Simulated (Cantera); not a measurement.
Feed: 1 mol B, 3.8 mol H2O, 79 mol N2, held at 0.150 bar.

Cantera equilibrium calculation (NASA polynomials, part measured and part estimated; ideal gas, pure solids and liquids). Candidate condensed phases: B, BN, B2O3, B3O3H3, H2O; 39 gas species. Gases not in the tables: H3BO3. Equilibrium is a limit: real reactors are often held back by kinetics, nucleation or transport.

log p: log10 of the partial pressure in bar; n: condensed amount in mol.

```
T (°C)  log p N2  log p H2O  log p H2  log p HBO2  log p H  log p B2O3  log p OH  n B2O3(l)
------  --------  ---------  --------  ----------  -------  ----------  --------  ---------
825        -0.84      -2.38     -2.57       -4.96        ?       -9.63    -11.06      0.493
925        -0.84      -2.38     -2.57       -4.28        ?       -8.06     -9.92      0.483
1025       -0.84      -2.39     -2.57       -3.72        ?       -6.75     -8.97      0.445
1125       -0.85      -2.41     -2.57       -3.24        ?       -5.64     -8.16      0.340
1225       -0.85      -2.46     -2.57       -2.85        ?       -4.68     -7.49     0.0996
1325       -0.85      -2.48     -2.57       -2.77        ?       -4.37     -6.88          0
1425       -0.85      -2.48     -2.57       -2.77        ?       -4.28     -6.33          0
1525       -0.85      -2.48     -2.57       -2.78        ?       -4.21     -5.83          0
1625       -0.85      -2.48     -2.57       -2.78        ?       -4.14     -5.39          0
1725       -0.85      -2.48     -2.57       -2.79        ?       -4.09     -4.99          0
```

Question: Fill in the missing entries.

Answer: 
- 825, log p H: -8.89
- 925, log p H: -8.00
- 1025, log p H: -7.25
- 1125, log p H: -6.61
- 1225, log p H: -6.05
- 1325, log p H: -5.56
- 1425, log p H: -5.12
- 1525, log p H: -4.74
- 1625, log p H: -4.39
- 1725, log p H: -4.08
